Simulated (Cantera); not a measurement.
# Thermodynamics of abatement and gas-phase synthesis, feed NH3 + O2

Charge: 1 mol NH3, 0.032 mol O2, equilibrated at 0.100 bar.

Equilibrium computed with Cantera from the NASA thermochemical tables; the gas is ideal and each condensed phase is pure. Candidate condensed phases: H2O; 24 gas species. Kinetics and transport are ignored.

```json
[
 {"T (K)": "725", "x H2": "0.718", "x H": "<1e-12", "x N2": "0.250", "x H2O": "0.0320", "x OH": "<1e-12", "x O": "<1e-12"},
 {"T (K)": "925", "x H2": "0.718", "x H": "6.98e-10", "x N2": "0.250", "x H2O": "0.0320", "x OH": "<1e-12", "x O": "<1e-12"},
 {"T (K)": "1125", "x H2": "0.718", "x H": "1.19e-7", "x N2": "0.250", "x H2O": "0.0320", "x OH": "2.76e-11", "x O": "<1e-12"},
 {"T (K)": "1325", "x H2": "0.718", "x H": "4.38e-6", "x N2": "0.250", "x H2O": "0.0320", "x OH": "2.85e-9", "x O": "<1e-12"},
 {"T (K)": "1525", "x H2": "0.718", "x H": "6.34e-5", "x N2": "0.250", "x H2O": "0.0320", "x OH": "8.77e-8", "x O": "6.64e-12"},
 {"T (K)": "1725", "x H2": "0.718", "x H": "0.000498", "x N2": "0.250", "x H2O": "0.0320", "x OH": "1.22e-6", "x O": "6.72e-10"},
 {"T (K)": "1925", "x H2": "0.716", "x H": "0.00256", "x N2": "0.250", "x H2O": "0.0319", "x OH": "9.87e-6", "x O": "2.63e-8"},
 {"T (K)": "2125", "x H2": "0.710", "x H": "0.00967", "x N2": "0.249", "x H2O": "0.0318", "x OH": "5.38e-5", "x O": "5.19e-7"},
 {"T (K)": "2325", "x H2": "0.693", "x H": "0.0290", "x N2": "0.246", "x H2O": "0.0313", "x OH": "0.000218", "x O": "6.19e-6"},
 {"T (K)": "2525", "x H2": "0.656", "x H": "0.0718", "x N2": "0.241", "x H2O": "0.0301", "x OH": "0.000701", "x O": "5.03e-5"},
 {"T (K)": "2725", "x H2": "0.588", "x H": "0.151", "x N2": "0.231", "x H2O": "0.0273", "x OH": "0.00184", "x O": "0.000301"},
 {"T (K)": "2925", "x H2": "0.484", "x H": "0.274", "x N2": "0.215", "x H2O": "0.0219", "x OH": "0.00389", "x O": "0.00137"},
 {"T (K)": "3125", "x H2": "0.352", "x H": "0.429", "x N2": "0.194", "x H2O": "0.0137", "x OH": "0.00608", "x O": "0.00447"}
]
```
x: gas mole fraction; nothing condenses.

From 725 K to 3125 K nothing is condensed.
